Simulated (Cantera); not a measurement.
Feed: 1 mol BF3, 0.21 mol H2O, equilibrated at 875 K and 0.320 bar.

Equilibrium computed with Cantera from the NASA thermochemical tables; the gas is ideal and each condensed phase is pure. Candidate condensed phases: B, B2O3, B3O3H3, H2O; 43 gas species. Rates play no part.

Base state: BF3 0.746, HF 0.127, H2O 0.106, B3O3F3 0.0209, (HBO2)3 0.000211 (mole fractions); condensed: gas only.

Problem. What changes in the equilibrium state with this change: pressure from 0.320 bar to 3.60 mbar?

Solution. 
```csv
species,before,after
BF3,0.746,0.701
HF,0.127,0.196
H2O,0.106,0.0698
B3O3F3,0.0209,0.0326
BOF,2.53e-6,5.86e-5
(HBO2)3,0.000211,2.56e-5
```

Problem. What changes in the equilibrium state with this change: BF3 replaced by B?

Solution. 
| species | before | after |
|---|---|---|
| H2 | 5.79e-9 | 0.997 |
| B3O3H3 | <1e-9 | 0.00285 |
| H2O | 0.106 | 1.22e-9 |
| BF3 | 0.746 | 0 |
| HF | 0.127 | 0 |
| B3O3F3 | 0.0209 | 0 |
| (HBO2)3 | 0.000211 | <1e-9 |
| B(s), mol | 0 | 0.859 |
| B2O3(l), mol | 0 | 0.0694 |

Problem. What changes in the equilibrium state with this change: BF3 replaced by BCl3?

Solution. 
| species | before | after |
|---|---|---|
| BCl3 | 0 | 0.617 |
| HCl | 0 | 0.328 |
| B3O3Cl3 | 0 | 0.0547 |
| BF3 | 0.746 | 0 |
| HF | 0.127 | 0 |
| B3O3F3 | 0.0209 | 0 |
| H2O | 0.106 | 2.28e-8 |
| (HBO2)3 | 0.000211 | <1e-9 |
